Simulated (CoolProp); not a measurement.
Properties of hydrogen sulfide along the isotherm 270.95 °C.

Computed with CoolProp (reference Helmholtz-energy equation of state, Lemmon 2006). It is a short technical equation, of lower accuracy than the large ones.

```tsv
p (MPa)	phase	Z	speed of sound (m/s)	Joule-Thomson coefficient (K/MPa)	isothermal compressibility (1/MPa)
0.285	gas	0.9971	411.7	4.615	3.519
0.648	gas	0.9934	411.1	4.608	1.553
1.47	gas	0.9851	409.6	4.591	0.6905
3.35	gas	0.9662	406.7	4.543	0.3089
7.63	gas	0.9239	401.6	4.375	0.1416
17.4	supercritical	0.8374	401.4	3.648	0.06652
39.5	supercritical	0.7908	496.7	1.420	0.02122
90	supercritical	1.131	815.4	-0.01128	0.004234
```
